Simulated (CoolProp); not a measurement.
Vapour-liquid equilibrium of hydrogen sulfide (1) + n-heptane (2) at 304.5 K; x and y are mole fractions of (1).

Model: multi-fluid Helmholtz-energy mixture model, Lemmon 2006 and Span 2003; pair parameters Kunz 2012, in CoolProp.

Task: Give the bubble pressure and the first vapour's composition at x = 0.55, 0.85, 0.95. Is there an azeotrope?

Result: x = 0.55: 13.96 bar, y = 0.995; x = 0.85: 19.81 bar, y = 0.998; x = 0.95: 22.11 bar, y = 0.999. No azeotrope shows between x = 0.05 and 0.95.

The pair parameters rest on a limited set of measurements; away from them the model extrapolates. The gap from Raoult's law changes sign with composition, which may be real or a fault of the pair parameters; it wasn't checked against measurements.
